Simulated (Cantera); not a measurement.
Charge: 1 mol Fe3O4, 5.3 mol CH4, 0.42 mol N2, at 2100 K and 4.65 Torr.

These are equilibrium values from Cantera (NASA tables, ideal gas, pure condensed phases), not measurements of a reactor. Candidate condensed phases: C, C6H6, C7H8, C8H18, Fe, Fe(CO)5, FeO, Fe(OH)2, Fe(OH)3, Fe2O3, Fe3O4, H2O; 140 gas species. Rates play no part.

Base state: H2 0.563, CO 0.219, Fe 0.164, H 0.0297, N2 0.0217, HCN 0.00237, C2H2 (acetylene) 0.000813, HNC 0.000160 (mole fractions); condensed: C(graphite).

Problem. What changes in the equilibrium state with this change: pressure from 4.65 Torr to 1.13 Torr?

Solution. 
```csv
species,before,after
H2,0.563,0.539
CO,0.219,0.215
Fe,0.164,0.162
H,0.0297,0.0591
N2,0.0217,0.0214
C2H2 (acetylene),0.000813,0.000779
HNC,0.000160,0.000156
HCN,0.00237,0.00230
"C(graphite), mol",1.22,1.23
```
